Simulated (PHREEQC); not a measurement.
Solution A (150 mmol/kgw NaHSO4 and 42 mmol/kgw Mn(NO3)2) is mixed with solution B (18 mmol/kgw CuCl2, 3.8 mmol/kgw HCl and 110 mmol/kgw Na2SO4) at 25 °C; shares are by mass of water, 1 kg in all. The system is closed to oxygen. The system is closed to CO2. The run lets Pyrochroite, Cu(OH)2, Brochantite, Antlerite, Atacamite, Cu2(OH)3NO3, Halite, Mirabilite, Chalcanthite precipitate or redissolve, and no other solid.

Model: ion-association model, wateq4f.dat, run in PHREEQC.

```csv
share of solution B,pH,Mn+2 (mol/kgw),HSO4- (mol/kgw),CuSO4 (mol/kgw),Cu+2 (mol/kgw),MnSO4 (mol/kgw)
0,1.28,0.0278,0.0819,0,0,0.0141
0.1,1.33,0.0245,0.0755,0.000684,0.00111,0.0131
0.2,1.39,0.0213,0.0689,(withheld),0.00217,0.0121
0.3,1.46,0.0182,0.0619,0.00220,(withheld),0.0110
0.4,1.54,0.0152,(withheld),0.00303,(withheld),0.00973
0.5,1.63,0.0123,0.0469,0.00392,0.00501,0.00840
0.6,(withheld),0.00958,0.0389,0.00486,0.00583,0.00696
0.7,1.87,0.00698,0.0304,0.00587,0.00659,0.00540
0.8,(withheld),0.00451,0.0216,0.00692,0.00730,0.00373
0.9,2.32,(withheld),0.0123,0.00803,(withheld),0.00192
1,3.02,0,0.00258,0.00918,0.00855,0
```

Problem. Complete the blanks.

Solution. 
- 0.2, CuSO4 (mol/kgw): 0.00142
- 0.3, Cu+2 (mol/kgw): 0.00317
- 0.4, HSO4- (mol/kgw): 0.0546
- 0.4, Cu+2 (mol/kgw): 0.00412
- 0.6, pH: 1.74
- 0.8, pH: 2.05
- 0.9, Mn+2 (mol/kgw): 0.00219
- 0.9, Cu+2 (mol/kgw): 0.00795
